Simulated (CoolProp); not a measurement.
Fluorine along the isotherm 162.2 K: fugacity coefficient from the reference equation and from simpler models built on Tc = 144.4 K, pc = 5.240 MPa, ω = 0.045; each cubic takes its own stable root.

The numbers come from the reference Helmholtz-energy equation of state, de Reuck 1990 in CoolProp.

| p (MPa) | phase | reference |
|---|---|---|
| 0.561 | gas | 0.9759 |
| 1.12 | gas | 0.9519 |
| 1.68 | gas | 0.9278 |
| 2.25 | gas | 0.9034 |
| 2.81 | gas | 0.8796 |
| 3.37 | gas | 0.8559 |
| 3.93 | gas | 0.8325 |
| 4.49 | gas | 0.8092 |
| 5.05 | gas | 0.7860 |
| 5.61 | supercritical | 0.7631 |
| 6.18 | supercritical | 0.7399 |
| 6.74 | supercritical | 0.7173 |
| 7.3 | supercritical | 0.6948 |
| 7.86 | supercritical | 0.6726 |

### Question
How far does each simpler model (van der Waals, Redlich-Kwong, Soave-Redlich-Kwong) lie from the reference over these 14 states: mean and median of the absolute difference, and the worst?

### Answer
- van der Waals: mean 0.2 %, median 0.2 %, worst -0.7 % at 162.2 K and 7.86 MPa
- Redlich-Kwong: mean 0.8 %, median 0.8 %, worst -1.1 % at 162.2 K and 7.3 MPa
- Soave-Redlich-Kwong: mean 0.4 %, median 0.5 %, worst -0.6 % at 162.2 K and 5.61 MPa
